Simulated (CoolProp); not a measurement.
Vapour-liquid equilibrium of ethylbenzene (1) + n-nonane (2) at 0.348 MPa; x and y are mole fractions of (1).

Values from CoolProp's multi-fluid Helmholtz-energy mixture model, Zhou 2012 and Lemmon 2006; pair parameters Bell 2016.

```
x      bubble temperature, mixture model (K)  bubble temperature, Raoult's law (K)  y, mixture model  y, Raoult's law
-----  -------------------------------------  ------------------------------------  ----------------  ---------------
0.05                                   476.3                                 476.7             0.069            0.066
0.125                                  474.6                                 475.4             0.168            0.162
0.2                                    472.9                                 474.2             0.260            0.253
0.275                                  471.3                                 472.9             0.346            0.340
0.35                                   469.9                                 471.7             0.426            0.423
0.425                                  468.6                                 470.5             0.501            0.502
0.5                                    467.4                                 469.4             0.572            0.577
0.575                                  466.3                                 468.3             0.639            0.649
0.65                                   465.3                                 467.1             0.703            0.717
0.725                                  464.4                                 466.0             0.766            0.783
0.8                                    463.7                                 465.0             0.828            0.846
0.875                                  463.0                                 463.9             0.891            0.906
0.95                                   462.5                                 462.9             0.955            0.963
```

The largest gap from Raoult's law is -2.0 K in bubble temperature, at x = 0.5. No azeotrope shows between x = 0.05 and 0.95.

Pair parameters are fitted to limited data, so mixtures are less certain than the pure fluids.
